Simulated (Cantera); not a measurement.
Charge: 1 mol Si, 11 mol HBr, 28 mol N₂.

Equilibrium computed with Cantera from the NASA thermochemical tables; the gas is ideal and each condensed phase is pure. Candidate condensed phases: Br₂, Si, Si₃N₄; 28 gas species. N₂ is the only nitrogen source here; it is nearly inert below about 1500 K, so the nitride shown seldom forms there in practice. The tables' values for SiBr₃ are old estimates. Equilibrium is a limit: real reactors are often held back by kinetics, nucleation or transport.

Stable condensed phases, one row left out:

```
T in °C \ P in Pa
              1    3.6     13     46    170    600   2200   7700  28000 100000
    977       A      A      A      B      B      B      B      B      B      B
    927       A      B      B      B      B      B      B      B      B      B
    827       B      B      B      B      B      B      B      B      B      B
    777       B      B      B      B      B      B      B      B      B      B
    727       B      B      B      B      B      B      B      B      B      B
    677       B      B      B      B      B      B      B      B      B      B
    627       B      B      B      B      B      B      B      B      B      B
    577       B      B      B      B      B      B      B      B      B      B
    527       B      B      B      B      B      B      B      B      B      B
    477       B      B      B      B      B      B      B      B      B      B
    427       B      B      B      B      B      B      B      B      B      B
```

A: gas only; B: Si₃N₄.

Question: Give the row for 877 °C.

Answer: 1: Si₃N₄; 3.6: Si₃N₄; 13: Si₃N₄; 46: Si₃N₄; 170: Si₃N₄; 600: Si₃N₄; 2200: Si₃N₄; 7700: Si₃N₄; 28000: Si₃N₄; 100000: Si₃N₄.
